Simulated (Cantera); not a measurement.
A perfectly stirred reactor is fed with C2H6 : H2 : N2 = 1 : 91 : 0.14 (molar parts), at 101000 Pa; it is held at 1373 K, and followed from long to short residence time.

Detailed kinetics in Cantera: GRI-Mech 3.0 (53 species, 325 reactions). GRI-Mech 3.0 stops at C3 and has no aromatics, soot or wall deposition, so with more carbon than oxygen in the feed, carbon stays in small species such as C2H2 where larger ones or solid carbon would form.

x: mole fraction; the columns are a selection and need not sum to one.

```csv
τ (s),x C2H6,x H2,x C2H4,x CH4,x H
1.5,4.62e-5,0.980,0.00153,0.0158,9.47e-6
0.45,…,0.982,…,…,…
0.13,0.000162,0.983,0.00346,0.00921,2.04e-5
0.039,0.000303,0.984,0.00434,0.00718,2.87e-5
0.011,0.000638,0.985,0.00522,0.00590,3.96e-5
0.0033,0.00139,0.985,0.00575,0.00501,5.10e-5
0.00097,…,0.986,0.00530,…,…
```

Q: Fill in the missing entries.

A: 
- 0.45, x C2H6: 8.84e-5
- 0.45, x C2H4: 0.00249
- 0.45, x CH4: 0.0123
- 0.45, x H: 1.40e-5
- 0.00097, x C2H6: 0.00311
- 0.00097, x CH4: 0.00388
- 0.00097, x H: 5.99e-5
